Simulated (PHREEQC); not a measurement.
Consider water at 25 °C with 0.015 mol/kgw HF, 0.27 mol/kgw KF and 0.2 mol/kgw H2SO4. Closed to the air; pH follows from the charge balance.

Equilibrium calculation in PHREEQC: ion-association model, wateq4f.dat.

Each row changes one thing in this solution. Precipitation was switched off in this run.

```tsv
case	pH	ionic strength (mol/kgw)	K+ (mol/kgw)	HF (mol/kgw)	HSO4- (mol/kgw)	SO4-2 (mol/kgw)
as made	1.45	0.365	0.241	0.149	0.0919	0.0790
0.046 mol/kgw K2SO4 added	1.51	0.460	0.317	0.147	0.0983	(withheld)
HF left out	1.45	0.365	0.241	(withheld)	0.0917	0.0791
KF replaced by K2HPO4 at the same molality	2.16	0.595	0.474	0.0118	0.0219	0.112
0.01 mol/kgw KOH added	1.49	0.373	0.249	0.148	0.0867	0.0822
0.18 mol/kgw KOH added	2.50	0.515	0.386	0.117	0.0118	0.124
temperature from 25 to 75 °C	1.70	0.311	(withheld)	0.229	0.114	0.0506
KF from 0.27 to 0.027 mol/kgw	0.80	0.258	0.0257	(withheld)	0.170	0.0291
```

Question: Complete the blanks.

Answer: 
- 0.046 mol/kgw K2SO4 added, SO4-2 (mol/kgw): 0.102
- HF left out, HF (mol/kgw): 0.143
- temperature from 25 to 75 °C, K+ (mol/kgw): 0.234
- KF from 0.27 to 0.027 mol/kgw, HF (mol/kgw): 0.0350

Complexes and solids missing from the database can't appear. wateq4f.dat counts part of the HF as a dimer, H2F2, which phreeqc.dat doesn't know; its constant is uncertain. H3PO4, which wateq4f.dat lacks, is added to it with the constant of phreeqc.dat. At this temperature some constants are extrapolated from 25 °C, and those without enthalpy data are left unchanged.
